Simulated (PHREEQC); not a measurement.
Model water analysis in mmol/kgw, 63 °C, pH 6.55, pe 1.7:

| constituent | mmol/kgw |
|---|---|
| Na | 278 |
| K | 6.15 |
| Ca | 21 |
| Mg | 12.7 |
| Cl | 354 |
| S(6) | 5.74 |
| Alkalinity (meq/kgw) | 0.472 |
| Si | 0.291 |

Valence states are taken as typed.

All values are PHREEQC results (ion-association model, phreeqc.dat), not measurements.

Question: The ionic strength comes out as 0.389 mol/kgw. What activity coefficients do Cl-, KSO4-, Mg+2, MgOH+, K+ get?

Answer: Cl- 0.65, KSO4- 0.69, Mg+2 0.28, MgOH+ 0.72, K+ 0.64.

This is a speciation only: nothing precipitates in the calculation. Away from 25 °C the constants follow the database's enthalpies or fits; those with neither stay at their 25 °C values.
